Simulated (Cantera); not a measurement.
Chemical vapour transport: Al + H₂O + O₂

Feed: 1 mol Al, 0.93 mol H₂O, 0.026 mol O₂, at 4050 Torr.

These are equilibrium values from Cantera (NASA tables, ideal gas, pure condensed phases), not measurements of a reactor. Candidate condensed phases: Al, Al₂O₃, H₂O; 19 gas species. Mutual solubility and eutectic melting of coexisting phases are not modelled. Kinetics and transport are ignored.

| T (°C) | x H₂ | x H | x AlH | x Al | x Al₂O | n Al(s) | n Al₂O₃(s) | n Al(l) |
|---|---|---|---|---|---|---|---|---|
| 477 | 1.00 | <1e-12 | <1e-12 | <1e-12 | <1e-12 | 0.345 | 0.327 | 0 |
| 577 | 1.00 | 8.82e-12 | 2.51e-12 | <1e-12 | <1e-12 | 0.345 | 0.327 | 0 |
| 677 | 1.00 | 2.39e-10 | 1.06e-10 | 1.29e-12 | <1e-12 | 0 | 0.327 | 0.345 |
| 777 | 1.00 | 3.49e-9 | 1.93e-9 | 5.64e-11 | 3.57e-12 | 0 | 0.327 | 0.345 |
| 877 | 1.00 | 3.21e-8 | 2.10e-8 | 1.27e-9 | 1.64e-10 | 0 | 0.327 | 0.345 |
| 977 | 1.00 | 2.08e-7 | 1.54e-7 | 1.71e-8 | 4.02e-9 | 0 | 0.327 | 0.345 |
| 1077 | 1.000 | 1.03e-6 | 8.38e-7 | 1.56e-7 | 6.02e-8 | 0 | 0.327 | 0.345 |
| 1177 | 1.000 | 4.07e-6 | 3.58e-6 | 1.04e-6 | 6.12e-7 | 0 | 0.327 | 0.345 |
x: gas mole fraction; n: condensed amount in mol.

From 477 °C to 577 °C the condensed part is Al(s) + Al₂O₃(s). From 677 °C to 1177 °C the condensed part is Al(l) + Al₂O₃(s).
